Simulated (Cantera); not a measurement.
A Cantera script and what it prints.

```python
import numpy as np
import cantera as ct

gas_names = """
    CL CL2 H HCL H2 N NH NH2 NH3 N2 N2H2 N2H4 Si SiCL SiCL2 SiCL3 SiCL4 SiH SiHCL3 SiH2 SiH2CL2 SiH3
    SiH3CL SiH4 SiN Si2 Si2N Si3
""".split()
cond_names = """
    NH4CL(a) NH4CL(b) Si(cr) Si(L) Si3N4(a)
""".split()


def load(file, names, dense=False):
    # The tables refer to 1 bar. Condensed volumes are neglected.
    table = {s.name: s for s in ct.Species.list_from_file(file)}
    out = []
    for n in names:
        d = dict(table[n].input_data)
        d["thermo"] = dict(d["thermo"], **{"reference-pressure": 1e5})
        if dense:
            d["equation-of-state"] = {"model": "constant-volume", "density": "1e6 g/cm^3"}
        out.append(ct.Species.from_dict(d))
    return out


gas = ct.Solution(thermo="ideal-gas", species=load("nasa_gas.yaml", gas_names))
cond = {s.name: ct.Solution(thermo="fixed-stoichiometry", species=[s], name=s.name)
        for s in load("nasa_condensed.yaml", cond_names, dense=True)}
atoms = {
    'SiHCl3': {'Si': 1, 'H': 1, 'CL': 3},
    'HCl': {'H': 1, 'CL': 1},
    'N2': {'N': 2},
}
top_T = {'Si3N4(a)': 2400}  # K; cautious upper limits of use, not melting points


def equilibrate(T, P, feed):
    n = {}
    for name, mol in feed.items():
        for a, k in atoms[name].items():
            n[a] = n.get(a, 0.0) + k * mol
    gas.TPX = T, P, n
    mass = sum(n.values()) * gas.mean_molecular_weight
    gas.equilibrate("TP")
    valid = [c for c in cond.values() if c.min_temp <= T <= top_T.get(c.name, c.max_temp)]
    mix = ct.Mixture([(gas, mass / gas.mean_molecular_weight)] + [(c, 0.0) for c in valid])
    mix.T, mix.P = T, P
    mix.equilibrate("TP", solver="vcs", rtol=1e-11, max_steps=5000)
    return mix


results = []
feed = {'SiHCl3': 1, 'HCl': 0.021, 'N2': 84}  # mol
P = 10000  # Pa
for T in [1398, 1423, 1448, 1473, 1498, 1523, 1548, 1573]:
    mix = equilibrate(T, P, feed)
    results.append((T, P, feed, dict(zip(mix.species_names, mix.species_moles))))

top = {s: max(r[3][s] / sum(r[3][g] for g in gas_names) for r in results) for s in gas_names}
cols = sorted((s for s in top if top[s] > 0.001), key=lambda s: -top[s])[:7]
seen = [c for c in cond_names if any(r[3].get(c, 0) > 1e-12 for r in results)]
print("log10 of partial pressures in bar; condensed amounts in mol")
print(f"{'T/K':>10s}" + "".join(f"{s[:9]:>10s}" for s in cols + seen))
for T, P, feed, n in results:
    ng = sum(n[g] for g in gas_names)
    print(f"{T:10.4g}" + "".join(f"{np.log10(max(n[s] / ng * P / 1e5, 1e-99)):10.3f}" for s in cols)
          + "".join(f"{n.get(c, 0):10.4g}" for c in seen))
```

Output:

```
log10 of partial pressures in bar; condensed amounts in mol
       T/K        N2       HCL     SiCL2     SiCL4     SiCL3  Si3N4(a)
      1398    -1.008    -2.953    -3.875    -3.347    -3.926    0.1335
      1423    -1.008    -2.954    -3.716    -3.393    -3.853    0.1234
      1448    -1.008    -2.955    -3.571    -3.454    -3.795    0.1109
      1473    -1.009    -2.958    -3.441    -3.533    -3.754   0.09604
      1498    -1.009    -2.961    -3.328    -3.632    -3.732   0.07937
      1523    -1.009    -2.966    -3.231    -3.754    -3.730   0.06182
      1548    -1.009    -2.972    -3.151    -3.900    -3.749   0.04447
      1573    -1.010    -2.979    -3.088    -4.068    -3.788    0.0283
```

Equilibrium computed with Cantera from the NASA thermochemical tables; the gas is ideal and each condensed phase is pure. N2 is the only nitrogen source here; it is nearly inert below about 1500 K, so the nitride shown seldom forms there in practice. The tables' values for SiCl3 are old estimates; treat these amounts as uncertain.
